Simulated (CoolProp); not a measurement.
Vapour-liquid equilibrium of benzene (1) + octamethylcyclotetrasiloxane (D4) (2) at 75.75 °C; x and y are mole fractions of (1).

The numbers come from the multi-fluid Helmholtz-energy mixture model, Thol 2012 and Thol 2015; pair parameters Bell 2016 in CoolProp.

```csv
x,"bubble pressure, mixture model (bar)","bubble pressure, Raoult's law (bar)","y, mixture model","y, Raoult's law"
0.05,?,0.07211,0.575,0.614
0.125,0.1281,0.1363,0.799,0.812
0.2,0.1953,0.2005,0.879,0.883
0.275,?,0.2647,?,0.920
0.35,0.3309,0.3289,0.942,0.942
0.425,?,0.3932,0.957,0.957
0.5,?,0.4574,?,0.968
0.575,?,0.5216,0.975,0.976
0.65,0.5785,0.5858,0.981,0.982
0.725,0.6400,0.6500,0.986,0.988
0.8,0.7039,0.7142,0.991,0.992
0.875,0.7709,0.7784,0.995,0.995
0.95,0.8400,0.8426,0.998,0.998
```

Q: What belongs in the gaps?

A: 
- 0.05, bubble pressure, mixture model (bar): 0.06581
- 0.275, bubble pressure, mixture model (bar): 0.2638
- 0.275, y, mixture model: 0.919
- 0.425, bubble pressure, mixture model (bar): 0.3955
- 0.5, bubble pressure, mixture model (bar): 0.4577
- 0.5, y, mixture model: 0.967
- 0.575, bubble pressure, mixture model (bar): 0.5182

The largest gap from Raoult's law is -8.7 % in bubble pressure, at x = 0.05. No azeotrope shows between x = 0.05 and 0.95.

The pair parameters rest on a limited set of measurements; away from them the model extrapolates. The gap from Raoult's law changes sign with composition, which may be real or a fault of the pair parameters; it wasn't checked against measurements.
